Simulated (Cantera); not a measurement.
Input (Python, Cantera) and output of one run.

```python
import numpy as np
import cantera as ct

gas_names = """
    C CN CO CO2 C2 CCN CNC C2N2 C2O C3 C3O2 C4 C4N2 C5 N NCO NO NO2 NO3 N2 N2O O O2 O3 Si SiC SiC2 SiN
    SiO SiO2 Si2 Si2C Si2N Si3
""".split()
cond_names = """
    C(gr) Si(cr) Si(L) SiC(b) SiO2(Lqz) SiO2(hqz) SiO2(L) Si2N2O(s) Si3N4(a)
""".split()


# ... load() reads the species with a 1 bar reference pressure and builds the phases ...
atoms = {
    'SiC': {'Si': 1, 'C': 1},
    'O2': {'O': 2},
    'N2': {'N': 2},
}
top_T = {'C(gr)': 4500, 'SiC(b)': 3050, 'Si2N2O(s)': 2100, 'Si3N4(a)': 2400}  # K; cautious upper limits of use, not melting points


# ... equilibrate(T, P, feed) seeds the gas with the atoms and calls Mixture.equilibrate('TP', solver="vcs", rtol=1e-11, max_steps=5000) ...
results = []
feed = {'SiC': 1, 'O2': 0.37, 'N2': 9.2}  # mol
P = 4000  # Pa
for T in [923, 1023, 1123, 1223, 1323, 1423, 1523, 1623, 1723, 1823, 1923, 2023, 2123, 2223]:
    mix = equilibrate(T, P, feed)
    results.append((T, P, feed, dict(zip(mix.species_names, mix.species_moles))))

top = {s: max(r[3][s] / sum(r[3][g] for g in gas_names) for r in results) for s in gas_names}
cols = sorted((s for s in top if top[s] > 0.001), key=lambda s: -top[s])[:8]
seen = [c for c in cond_names if any(r[3].get(c, 0) > 1e-12 for r in results)]
print("log10 of partial pressures in bar; condensed amounts in mol")
print(f"{'T/K':>10s}" + "".join(f"{s[:9]:>10s}" for s in cols + seen))
for T, P, feed, n in results:
    ng = sum(n[g] for g in gas_names)
    print(f"{T:10.4g}" + "".join(f"{np.log10(max(n[s] / ng * P / 1e5, 1e-99)):10.3f}" for s in cols)
          + "".join(f"{n.get(c, 0):10.4g}" for c in seen))
```

It prints:

```
log10 of partial pressures in bar; condensed amounts in mol
       T/K        N2        CO       SiO        Si     C(gr)    SiC(b) SiO2(hqz) Si2N2O(s)
       923    -1.398    -4.664   -16.229   -28.564    0.9952         0    0.1568    0.4216
      1023    -1.400    -3.680   -13.404   -24.283    0.9539         0    0.1293    0.4354
      1123    -1.410    -2.969   -11.134   -20.718      0.76         0         0       0.5
      1223    -1.410    -2.969    -9.541   -17.449      0.76         0         0       0.5
      1323    -1.410    -2.969    -8.194   -14.681      0.76         0         0       0.5
      1423    -1.410    -2.969    -7.040   -12.306      0.76         0         0       0.5
      1523    -1.410    -2.969    -6.041   -10.248    0.7601         0         0    0.4999
      1623    -1.421    -2.681    -4.963    -8.641         0    0.5075         0     0.245
      1723    -1.422    -2.689    -3.989    -7.258         0    0.5148         0    0.2305
      1823    -1.426    -2.745    -3.140    -6.011         0     0.565         0    0.1297
      1923    -1.432    -2.826    -2.829    -5.106         0    0.6288         0         0
      2023    -1.432    -2.822    -2.833    -4.471         0    0.6248         0         0
      2123    -1.433    -2.808    -2.850    -3.908         0    0.6105         0         0
      2223    -1.436    -2.771    -2.902    -3.427         0    0.5682         0         0
```

Equilibrium computed with Cantera from the NASA thermochemical tables; the gas is ideal and each condensed phase is pure. N2 is the only nitrogen source here; it is nearly inert below about 1500 K, so the nitride shown seldom forms there in practice. Mutual solubility and eutectic melting of coexisting phases are not modelled. The tables' values for SiN are old estimates; treat these amounts as uncertain.
